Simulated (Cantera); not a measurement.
An isothermal plug-flow reactor at 850 K and 825 Torr (inlet), inlet velocity 4.8 m/s, active area per volume 1100 1/m; feed CH4 : O2 : N2 = 0.0027 : 0.011 : 0.79 (molar parts), equivalence ratio 0.49.

Detailed kinetics in Cantera: Deutschmann's 1995 Pt surface mechanism with GRI-Mech 3.0 gas chemistry. Catalytic surfaces can have several steady states; this one follows from the mechanism file's or the stated starting coverage. Mass transfer to the wall is taken as infinitely fast.

What does this change do: inlet velocity 4.8 to 2.3 m/s?


| quantity | before | after |
|---|---|---|
| x(CH4) at z = 0.0098 m | 0.00319 | 0.00302 |
| x(O2) at z = 0.0098 m | 0.0134 | 0.0130 |
| x(H2O) at z = 0.0098 m | 0.000334 | 0.000683 |
| x(CO2) at z = 0.0098 m | 0.000166 | 0.000341 |
| x(CO) at z = 0.0098 m | 8.35e-7 | 7.92e-7 |
| θ(free Pt) at the exit | 0.126 | 0.127 |
| θ(O*) at the exit | 0.873 | 0.872 |
